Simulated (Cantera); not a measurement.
A closed system holds: 1 mol MgO, 0.012 mol Cl₂, equilibrated at 1573 K and 0.0250 bar.

Cantera equilibrium calculation (NASA polynomials, part measured and part estimated; ideal gas, pure solids and liquids). Candidate condensed phases: Mg, MgCl₂, MgO; 11 gas species. The numbers say what is thermodynamically allowed, not how fast it happens.

Base state: MgCl₂ 0.478, O₂ 0.239, Cl 0.185, Cl₂ 0.0978, ClO 0.000321, O 3.23e-5 (mole fractions); condensed: MgO(s).

Question: What changes in the equilibrium state with this change: pressure from 0.0250 bar to 0.300 bar?

Answer: 
```csv
species,before,after
MgCl₂,0.478,0.420
Cl₂,0.0978,0.279
O₂,0.239,0.210
Cl,0.185,0.0901
O,3.23e-5,8.74e-6
ClO,0.000321,0.000508
"MgO(s), mol",0.991,0.993
```
